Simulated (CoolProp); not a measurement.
A simple Rankine cycle with n-perfluoropentane: condensing at 307.15 K, boiler at 1.08 MPa, turbine inlet 390.6 K, turbine efficiency 0.6, pump efficiency 0.7, no recuperator. Each further row changes one setting.

Computed with CoolProp (reference Helmholtz-energy equation of state, Gao 2022).

```csv
case,thermal efficiency (%),net work (kJ/kg),heat in (kJ/kg),turbine exit temperature (K),volume ratio over the turbine
as stated,7.6,11.4,150,363.9,11.9
turbine inlet 410.6 K,…,12.6,172,386.2,10.8
condensing temperature 299.15 K,8.3,13.1,…,361.6,16.0
boiler pressure 0.756 MPa,…,10.3,156,371.4,7.21
turbine efficiency 0.5,6.2,9.37,150,…,…
```

Problem. Some entries are withheld; supply them.

Solution. 
- turbine inlet 410.6 K, thermal efficiency (%): 7.3
- condensing temperature 299.15 K, heat in (kJ/kg): 159
- boiler pressure 0.756 MPa, thermal efficiency (%): 6.6
- turbine efficiency 0.5, turbine exit temperature (K): 366.1
- turbine efficiency 0.5, volume ratio over the turbine: 12.0
